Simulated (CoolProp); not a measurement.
Vapour-liquid equilibrium of R22 (1) + R134a (2) at 211.2 K; x and y are mole fractions of (1).

Model: multi-fluid Helmholtz-energy mixture model, Kamei 1995 and Tillner-Roth 1994; pair parameters Bell 2016, in CoolProp.

```csv
x,"bubble pressure, mixture model (MPa)","bubble pressure, Raoult's law (MPa)","y, mixture model","y, Raoult's law"
0.05,[?],0.01497,0.132,0.112
0.2,0.01899,0.01789,0.403,0.374
0.35,0.02217,0.02082,[?],0.563
0.5,[?],0.02375,[?],0.705
0.65,[?],0.02667,[?],0.816
0.8,[?],0.02960,[?],0.905
0.95,0.03269,0.03253,0.974,0.978
```

Question: Some entries are withheld; supply them.

Answer: 
- 0.05, bubble pressure, mixture model (MPa): 0.01534
- 0.35, y, mixture model: 0.575
- 0.5, bubble pressure, mixture model (MPa): 0.02503
- 0.5, y, mixture model: 0.702
- 0.65, bubble pressure, mixture model (MPa): 0.02769
- 0.65, y, mixture model: 0.804
- 0.8, bubble pressure, mixture model (MPa): 0.03022
- 0.8, y, mixture model: 0.892

The largest gap from Raoult's law is +6.5 % in bubble pressure, at x = 0.35. No azeotrope shows between x = 0.05 and 0.95.

The pair parameters rest on a limited set of measurements; away from them the model extrapolates.
